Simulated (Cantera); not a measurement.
A closed system holds: 1 mol MgO, 0.034 mol I₂, equilibrated at 873 K and 1 atm.

Equilibrium computed with Cantera from the NASA thermochemical tables; the gas is ideal and each condensed phase is pure. Candidate condensed phases: I₂, Mg, MgI₂, MgO; 10 gas species. The numbers say what is thermodynamically allowed, not how fast it happens.

Base state: I₂ 0.986, I 0.0143 (mole fractions); condensed: MgO(s).

### Question
What changes in the equilibrium state with this change: temperature from 873 K to 1675 K?

### Answer
| species | before | after |
|---|---|---|
| I | 0.0143 | 0.864 |
| I₂ | 0.986 | 0.136 |
| MgI₂ | <1e-9 | 0.000116 |
| O₂ | <1e-9 | 5.78e-5 |
| MgO(s), mol | 1.00 | 1.000 |
